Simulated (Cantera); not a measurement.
An isothermal plug-flow reactor at 875 K and 46000 Pa (inlet), inlet velocity 1.2 m/s, active area per volume 110 1/m; feed CO : O₂ : N₂ : H₂O = 0.011 : 0.19 : 0.79 : 0.022 (molar parts), equivalence ratio 0.029.

Computed with Cantera and Deutschmann's 1995 Pt surface mechanism with GRI-Mech 3.0 gas chemistry. Catalytic surfaces can have several steady states; this one follows from the mechanism file's or the stated starting coverage. Mass transfer to the wall is taken as infinitely fast.

Problem. What does this change do: pressure from 46000 Pa to 88000 Pa?

Solution. 
```csv
quantity,before,after
x(CO) at z = 0.0069 m,0.00108,0.00200
x(O₂) at z = 0.0069 m,0.184,0.184
x(H₂O) at z = 0.0069 m,0.0218,0.0218
x(CO₂) at z = 0.0069 m,0.00984,0.00891
θ(free Pt) at the exit,0.0903,0.0745
θ(O*) at the exit,0.907,0.922
θ(OH*) at the exit,0.00212,0.00269
```

Problem. What does this change do: area per volume 110 to 26 1/m?

Solution. 
```csv
quantity,before,after
x(CO) at z = 0.0069 m,0.00108,0.00458
x(O₂) at z = 0.0069 m,0.184,0.185
x(H₂O) at z = 0.0069 m,0.0218,0.0218
x(CO₂) at z = 0.0069 m,0.00984,0.00632
θ(free Pt) at the exit,0.0903,0.106
θ(O*) at the exit,0.907,0.891
θ(OH*) at the exit,0.00212,0.00227
```

Problem. What does this change do: pressure from 46000 Pa to 17000 Pa?

Solution. 
```
quantity                 before     after
----------------------  -------  --------
x(CO) at z = 0.0069 m   0.00108  0.000257
x(O₂) at z = 0.0069 m     0.184     0.183
x(H₂O) at z = 0.0069 m   0.0218    0.0218
x(CO₂) at z = 0.0069 m  0.00984    0.0107
θ(free Pt) at the exit   0.0903     0.121
θ(O*) at the exit         0.907     0.877
θ(OH*) at the exit      0.00212   0.00147
```
